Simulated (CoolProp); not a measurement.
A simple Rankine cycle with n-perfluoropentane: condensing at 292.15 K, boiler at 1.22 MPa, turbine inlet 434.6 K, turbine efficiency 0.9, pump efficiency 0.7, no recuperator. Each further row changes one setting.

Values from CoolProp's reference Helmholtz-energy equation of state, Gao 2022.

```tsv
case	thermal efficiency (%)	net work (kJ/kg)	heat in (kJ/kg)	turbine exit temperature (K)	volume ratio over the turbine
as stated	13.0	27.5	212	395.1	20.2
turbine inlet 454.6 K	12.6	29.4	233	415.5	19.4
condensing temperature 284.15 K	14.0	30.8	220	391.4	28.0
boiler pressure 0.854 MPa	11.6	25.1	215	401.8	13.2
turbine efficiency 0.8	11.5	24.4	212	398.5	20.4
```
